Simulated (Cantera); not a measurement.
A perfectly stirred reactor is fed with CH₄ : H₂O : H₂ = 1 : 0.49 : 0.098 (molar parts), at 21.0 bar; it is held at 1925 K, and followed from long to short residence time.

Model: GRI-Mech 3.0 (53 species, 325 reactions), integrated in Cantera. GRI-Mech 3.0 stops at C3 and has no aromatics, soot or wall deposition, so with more carbon than oxygen in the feed, carbon stays in small species such as C2H2 where larger ones or solid carbon would form. The pressure lies above the range GRI-Mech 3.0 was tuned for (to about 10 atm).

One state of this run: x CH₄ = 0.0666; x H₂O = 0.000670; x H₂ = 0.706; x CO₂ = 3.75e-5; x OH = 1.44e-8; x C₂H₄ = 0.00743. x: mole fraction; the columns are a selection and need not sum to one.

Which value of τ (s) does it belong to?
(A) 0.0038
(B) 0.00086
(C) 6.0
(D) 26

C, 6.0
